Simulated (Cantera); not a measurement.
Input: 1 mol Fe(CO)5, 0.038 mol O2, 0.78 mol H2, at 1148.15 K and 1.00 mbar.

These are equilibrium values from Cantera (NASA tables, ideal gas, pure condensed phases), not measurements of a reactor. Candidate condensed phases: C, C6H6, C7H8, C8H18, Fe, Fe(CO)5, FeO, Fe(OH)2, Fe(OH)3, Fe2O3, Fe3O4, H2O; 114 gas species. The numbers say what is thermodynamically allowed, not how fast it happens.

Base state: CO 0.854, H2 0.133, CO2 0.0111, H2O 0.00204 (mole fractions); condensed: Fe(α).

Task: What changes in the equilibrium state with this change: temperature from 1148.15 K to 1573.15 K?

Result: 
```
species      before     after
----------  -------  --------
CO            0.854     0.855
H2            0.133     0.131
CO2          0.0111   0.00911
H2O         0.00204   0.00403
Fe          8.02e-9  0.000659
H           8.28e-7  0.000465
Fe(α), mol     1.00         0
Fe(γ), mol        0     0.996
```
